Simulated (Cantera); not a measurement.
Charge: 1 mol CH3OH, 1.4 mol CO2, equilibrated at 2373.15 K and 160 Pa.

Equilibrium computed with Cantera from the NASA thermochemical tables; the gas is ideal and each condensed phase is pure. Candidate condensed phases: C, C6H6, C7H8, C8H18, H2O; 110 gas species. The numbers say what is thermodynamically allowed, not how fast it happens.

Base state: CO 0.418, H2 0.162, H2O 0.162, H 0.141, CO2 0.0715, OH 0.0250, O 0.0146, O2 0.00603 (mole fractions); condensed: gas only.

What changes in the equilibrium state with this change: pressure from 160 Pa to 1000 Pa?


```csv
species,before,after
CO,0.418,0.442
H2O,0.162,0.207
H2,0.162,0.192
H,0.141,0.0613
O,0.0146,0.00251
OH,0.0250,0.0117
CO2,0.0715,0.0816
O2,0.00603,0.00112
```
